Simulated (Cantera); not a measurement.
# Hydrocarbon pyrolysis for carbon deposition

A perfectly stirred reactor is fed with CH4 : H2 = 1 : 11 (molar parts), at 0.0197 atm; it is held at 1950 K, and followed from long to short residence time.

Detailed kinetics in Cantera: GRI-Mech 3.0 (53 species, 325 reactions). GRI-Mech 3.0 stops at C3 and has no aromatics, soot or wall deposition, so with more carbon than oxygen in the feed, carbon stays in small species such as C2H2 where larger ones or solid carbon would form. Radical loss at walls, strong at low pressure, is not modelled.

| τ (s) | x CH4 | x H2 | x CH3 | x C2H4 | x H |
|---|---|---|---|---|---|
| 1.3 | 0.00419 | 0.953 | 0.000538 | 1.32e-5 | 0.00618 |
| 0.58 | 0.00696 | 0.952 | 0.000808 | 2.22e-5 | 0.00559 |
| 0.25 | 0.0117 | 0.950 | 0.00121 | 4.41e-5 | 0.00498 |
| 0.11 | 0.0190 | 0.946 | 0.00176 | 9.06e-5 | 0.00443 |
| 0.049 | 0.0294 | 0.941 | 0.00242 | 0.000179 | 0.00393 |
| 0.021 | 0.0435 | 0.933 | 0.00314 | 0.000325 | 0.00342 |
| 0.0094 | 0.0585 | 0.925 | 0.00355 | 0.000471 | 0.00287 |
| 0.0041 | 0.0722 | 0.919 | 0.00321 | 0.000468 | 0.00208 |
| 0.0018 | 0.0799 | 0.916 | 0.00196 | 0.000214 | 0.00115 |
| 0.00079 | 0.0822 | 0.916 | 0.000910 | 3.94e-5 | 0.000516 |
x: mole fraction; the columns are a selection and need not sum to one.
